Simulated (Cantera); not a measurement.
Cantera run:

```python
import numpy as np
import cantera as ct

gas_names = """
    CL CLO CL2 O O2 O3 Si SiCL SiCL2 SiCL3 SiCL4 SiO SiO2 Si2 Si3
""".split()
cond_names = """
    Si(cr) Si(L) SiO2(Lqz) SiO2(hqz) SiO2(L)
""".split()


# ... load() reads the species with a 1 bar reference pressure and builds the phases ...
atoms = {
    'SiCl4': {'Si': 1, 'CL': 4},
    'O3': {'O': 3},
}
top_T = {}  # K; cautious upper limits of use, not melting points


# ... equilibrate(T, P, feed) seeds the gas with the atoms and calls Mixture.equilibrate('TP', solver="vcs", rtol=1e-11, max_steps=5000) ...
results = []
feed = {'SiCl4': 1, 'O3': 3.4}  # mol
T = 1023  # K
P = 370  # Pa
mix = equilibrate(T, P, feed)
results.append((T, P, feed, dict(zip(mix.species_names, mix.species_moles))))
x = sorted(zip(gas.X, gas.species_names), reverse=True)
print(f"T = {T:g} K  P = {P:g} Pa  gas = {mix.phase_moles(0):.4g} mol")
print("   x: " + "  ".join(f"{s} {v:.3e}" for v, s in x if v > 1e-05))
print("   condensed (mol): " + ("  ".join(f"{mix.phase(i).name} {mix.phase_moles(i):.4g}"
      for i in range(1, mix.n_phases) if mix.phase_moles(i) > 1e-12) or "none"))
```

Output:

```
T = 1023 K  P = 370 Pa  gas = 6.116 mol
   x: O2 6.704e-01  CL2 3.245e-01  CL 5.092e-03  CLO 1.484e-05
   condensed (mol): SiO2(hqz) 1
```

These are equilibrium values from Cantera (NASA tables, ideal gas, pure condensed phases), not measurements of a reactor.
